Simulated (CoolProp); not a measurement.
n-hexane at several states: Z from the reference equation and from simpler models built on Tc = 507.8 K, pc = 30.44 bar, ω = 0.300; each cubic takes its own stable root.

The numbers come from the reference Helmholtz-energy equation of state, Thol 2019 in CoolProp.

| T (K) | p (bar) | phase | reference |
|---|---|---|---|
| 283 | 12.4 | liquid | 0.06782 |
| 571.3 | 0.278 | gas | 0.9979 |
| 453.3 | 156 | liquid | 0.6641 |
| 267.3 | 0.638 | liquid | 0.003626 |
| 248.9 | 0.159 | liquid | 0.0009483 |

Problem. How far does each simpler model (Redlich-Kwong, Soave-Redlich-Kwong) lie from the reference over these 5 states: mean and median of the absolute difference, and the worst?

Solution. 
- Redlich-Kwong: mean 10.9 %, median 14.6 %, worst +14.7 % at 248.9 K and 0.159 bar
- Soave-Redlich-Kwong: mean 8.6 %, median 11.1 %, worst +11.9 % at 248.9 K and 0.159 bar
